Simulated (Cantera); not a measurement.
**Ignition delay**

Mixture: CH4 : O2 : N2 : H2 = 1 : 2.99 : 11.2 : 0.021 (molar parts), at 21000 Torr, adiabatic and at constant volume. Ignition delay is the time to a rise of 400 K.

Detailed kinetics in Cantera: GRI-Mech 3.0 (53 species, 325 reactions). The pressure lies above the range GRI-Mech 3.0 was tuned for (to about 10 atm).

| T0 (K) | delay (ms) |
|---|---|
| 1050 | 7.05 |
| 1150 | 1.76 |
| 1250 | 0.559 |
| 1350 | 0.205 |
| 1450 | 0.0825 |
| 1550 | 0.0358 |
| 1650 | 0.0166 |
| 1750 | 0.00822 |
| 1850 | 0.00433 |
| 1950 | 0.00242 |

```json
{
  "apparent activation energy between 1750 and 1950 K": "170 kJ/mol"
}
```
